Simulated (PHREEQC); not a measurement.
A solution holds 0.0067 mol CuSO4, 0.0026 mol HNO3 and 0.0038 mol H3BO3 per kg of water, at 90 °C. Closed to the air; pH follows from the charge balance.

Computed with PHREEQC (ion-association model, phreeqc.dat).

Each row changes one thing in this solution. Precipitation was switched off in this run.

```json
[
 {"case": "as made", "pH": "2.96", "ionic strength (mol/kgw)": "0.0201", "SO4-2 (mol/kgw)": "0.00370", "CuSO4 (mol/kgw)": "0.00164", "HSO4- (mol/kgw)": "0.00136", "Cu2(OH)2+2 (mol/kgw)": "1.09e-7"},
 {"case": "temperature from 90 to 5 °C", "pH": "(withheld)", "ionic strength (mol/kgw)": "0.0226", "SO4-2 (mol/kgw)": "(withheld)", "CuSO4 (mol/kgw)": "0.00149", "HSO4- (mol/kgw)": "0.000406", "Cu2(OH)2+2 (mol/kgw)": "(withheld)"},
 {"case": "temperature from 90 to 35 °C", "pH": "(withheld)", "ionic strength (mol/kgw)": "0.0217", "SO4-2 (mol/kgw)": "0.00446", "CuSO4 (mol/kgw)": "0.00162", "HSO4- (mol/kgw)": "0.000623", "Cu2(OH)2+2 (mol/kgw)": "5.81e-10"},
 {"case": "temperature from 90 to 75 °C", "pH": "(withheld)", "ionic strength (mol/kgw)": "0.0205", "SO4-2 (mol/kgw)": "0.00392", "CuSO4 (mol/kgw)": "0.00166", "HSO4- (mol/kgw)": "0.00112", "Cu2(OH)2+2 (mol/kgw)": "2.72e-8"},
 {"case": "HNO3 replaced by KNO3 at the same molality", "pH": "4.36", "ionic strength (mol/kgw)": "0.0215", "SO4-2 (mol/kgw)": "0.00466", "CuSO4 (mol/kgw)": "0.00186", "HSO4- (mol/kgw)": "6.76e-5", "Cu2(OH)2+2 (mol/kgw)": "5.83e-5"}
]
```

Task: Complete the blanks.

Result: 
- temperature from 90 to 5 °C, pH: 2.71
- temperature from 90 to 5 °C, SO4-2 (mol/kgw): 0.00481
- temperature from 90 to 5 °C, Cu2(OH)2+2 (mol/kgw): 2.27e-11
- temperature from 90 to 35 °C, pH: 2.76
- temperature from 90 to 75 °C, pH: 2.89

At this temperature some constants are extrapolated from 25 °C, and those without enthalpy data are left unchanged.
